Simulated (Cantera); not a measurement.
Input (Python, Cantera):

```python
import numpy as np
import cantera as ct

gas = ct.Solution("gri30.yaml")
gas.TPX = 775, 100000, {'CH4': 1, 'H2': 0.21, 'O2': 2.42, 'N2': 9.1, 'CO2': 1.1}
inlet = ct.Reservoir(gas, clone=True)
gas.equilibrate("HP")  # start burning
reactor = ct.IdealGasConstPressureReactor(gas, energy="on", clone=False)
exhaust = ct.Reservoir(gas, clone=True)
tau = [0.12, 0.06, 0.031, 0.016, 0.0085, 0.0044, 0.0023, 0.0012, 0.00063, 0.00033, 0.00017, 8.9e-05][0]
for a, b in ((inlet, reactor), (reactor, exhaust)):
    ct.MassFlowController(a, b, mdot=lambda t: reactor.mass / tau)
net = ct.ReactorNet([reactor])
show = ['CH4', 'H2', 'O2', 'H2O2', 'NO2', 'HCO', 'HO2']

rows = []
print(f"{'tau/s':>10s}{'T/K':>9s}" + "".join(f"{s:>11s}" for s in show))
for tau in [0.12, 0.06, 0.031, 0.016, 0.0085, 0.0044, 0.0023, 0.0012, 0.00063, 0.00033, 0.00017, 8.9e-05]:
    net.initial_time = 0.0
    net.advance(30 * tau)
    before = gas.X
    net.advance(40 * tau)
    drift = np.max(np.abs(gas.X - before) / (gas.X + 1e-9))
    rows.append([gas.T, *gas[show].X, drift])
    print(f"{tau:10.3e}{gas.T:9.1f}" + "".join(f"{x:11.3e}" for x in gas[show].X))
```

Output:

```
     tau/s      T/K        CH4         H2         O2       H2O2        NO2        HCO        HO2
 1.200e-01   2230.9  1.953e-06  1.580e-03  2.534e-02  9.375e-08  7.135e-07  1.656e-08  1.739e-06
 6.000e-02   2225.5  3.669e-06  1.715e-03  2.595e-02  9.547e-08  4.656e-07  3.279e-08  1.806e-06
 3.100e-02   2215.3  6.488e-06  1.946e-03  2.669e-02  9.831e-08  2.931e-07  6.324e-08  1.913e-06
 1.600e-02   2198.0  1.108e-05  2.328e-03  2.770e-02  1.041e-07  1.784e-07  1.224e-07  2.112e-06
 8.500e-03   2173.3  1.794e-05  2.873e-03  2.899e-02  1.150e-07  1.082e-07  2.301e-07  2.469e-06
 4.400e-03   2138.8  2.920e-05  3.643e-03  3.070e-02  1.344e-07  6.292e-08  4.427e-07  3.127e-06
 2.300e-03   2096.9  4.734e-05  4.589e-03  3.269e-02  1.634e-07  3.696e-08  8.397e-07  4.183e-06
 1.200e-03   2048.7  7.817e-05  5.691e-03  3.493e-02  2.040e-07  2.235e-08  1.585e-06  5.774e-06
 6.300e-04   1996.3  1.321e-04  6.889e-03  3.734e-02  2.575e-07  1.422e-08  2.954e-06  7.998e-06
 3.300e-04   1940.8  2.326e-04  8.158e-03  4.000e-02  3.270e-07  9.387e-09  5.489e-06  1.106e-05
 1.700e-04   1882.3  4.402e-04  9.522e-03  4.325e-02  4.166e-07  6.233e-09  1.038e-05  1.558e-05
 8.900e-05   1822.8  9.018e-04  1.108e-02  4.769e-02  5.224e-07  4.139e-09  1.959e-05  2.313e-05
```

Computed with Cantera and GRI-Mech 3.0 (53 species, 325 reactions).
